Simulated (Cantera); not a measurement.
An adiabatic, constant-pressure homogeneous reactor starts with CH₄ : O₂ : N₂ : H₂O = 1 : 1.18 : 4.42 : 0.14 (molar parts), equivalence ratio 1.7, at 1273 K and 10.0 bar. Integrator tolerance rtol = 1e-08.

Detailed kinetics in Cantera: GRI-Mech 3.0 (53 species, 325 reactions).

Problem. What does this change do: initial temperature 1273 to 1523 K?

Solution. 
```csv
quantity,before,after
time of steepest temperature rise,2.69 ms,0.203 ms
temperature at 6.00 s,2510 K,2710 K
equilibrium temperature,2510 K,2710 K
x(CH₄) at 6.00 s,2.53e-10 (gas-phase equilibrium 2.85e-10),1.15e-10 (gas-phase equilibrium 1.30e-10)
x(O₂) at 6.00 s,9.48e-6 (gas-phase equilibrium 9.48e-6),5.77e-5 (gas-phase equilibrium 5.77e-5)
x(H₂O) at 6.00 s,0.171 (gas-phase equilibrium 0.171),0.169 (gas-phase equilibrium 0.169)
x(HO₂) at 6.00 s,1.88e-8 (gas-phase equilibrium 1.88e-8),1.17e-7 (gas-phase equilibrium 1.17e-7)
x(C₂H₄) at 6.00 s,<1e-12 (gas-phase equilibrium <1e-12),<1e-12 (gas-phase equilibrium <1e-12)
x(C₂H₂) at 6.00 s,<1e-12 (gas-phase equilibrium <1e-12),<1e-12 (gas-phase equilibrium <1e-12)
```

Problem. What does this change do: initial temperature 1273 to 1400 K?

Solution. 
| quantity | before | after |
|---|---|---|
| time of steepest temperature rise | 2.69 ms | 0.685 ms |
| temperature at 6.00 s | 2510 K | 2614 K |
| equilibrium temperature | 2510 K | 2614 K |
| x(CH₄) at 6.00 s | 2.53e-10 (gas-phase equilibrium 2.85e-10) | 1.65e-10 (gas-phase equilibrium 1.86e-10) |
| x(O₂) at 6.00 s | 9.48e-6 (gas-phase equilibrium 9.48e-6) | 2.51e-5 (gas-phase equilibrium 2.51e-5) |
| x(H₂O) at 6.00 s | 0.171 (gas-phase equilibrium 0.171) | 0.170 (gas-phase equilibrium 0.170) |
| x(HO₂) at 6.00 s | 1.88e-8 (gas-phase equilibrium 1.88e-8) | 5.03e-8 (gas-phase equilibrium 5.03e-8) |
| x(C₂H₄) at 6.00 s | <1e-12 (gas-phase equilibrium <1e-12) | <1e-12 (gas-phase equilibrium <1e-12) |
| x(C₂H₂) at 6.00 s | <1e-12 (gas-phase equilibrium <1e-12) | <1e-12 (gas-phase equilibrium <1e-12) |
